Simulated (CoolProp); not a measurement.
Vapour pressure (kPa) of o-xylene: the reference equation beside estimates from Tc = 630.3 K, pc = 3737 kPa, ω = 0.312.

Computed with CoolProp (reference Helmholtz-energy equation of state, Zhou 2012).

```json
[
 {"T (K)": "429.1", "reference": "___", "van der Waals": "649.3", "Peng-Robinson": "135.8"},
 {"T (K)": "443.5", "reference": "192.4", "van der Waals": "769.5", "Peng-Robinson": "191.7"},
 {"T (K)": "457.9", "reference": "264.7", "van der Waals": "___", "Peng-Robinson": "264.0"},
 {"T (K)": "472.3", "reference": "356.4", "van der Waals": "1051", "Peng-Robinson": "355.9"},
 {"T (K)": "486.8", "reference": "471.3", "van der Waals": "1215", "Peng-Robinson": "471.4"},
 {"T (K)": "501.2", "reference": "611.3", "van der Waals": "1394", "Peng-Robinson": "612.6"},
 {"T (K)": "515.6", "reference": "780.6", "van der Waals": "1588", "Peng-Robinson": "___"},
 {"T (K)": "530", "reference": "___", "van der Waals": "1798", "Peng-Robinson": "988.9"},
 {"T (K)": "544.4", "reference": "1223", "van der Waals": "___", "Peng-Robinson": "1232"},
 {"T (K)": "558.8", "reference": "___", "van der Waals": "2268", "Peng-Robinson": "1518"}
]
```

Problem. Fill in the missing entries.

Solution. 
- 429.1, reference: 136.3
- 457.9, van der Waals: 903.3
- 515.6, Peng-Robinson: 783.8
- 530, reference: 982.9
- 544.4, van der Waals: 2024
- 558.8, reference: 1504

Absolute difference from the reference over all 10 rows, mean and median: van der Waals 170.1 and 142.9 %, Peng-Robinson 0.4 and 0.4 %.
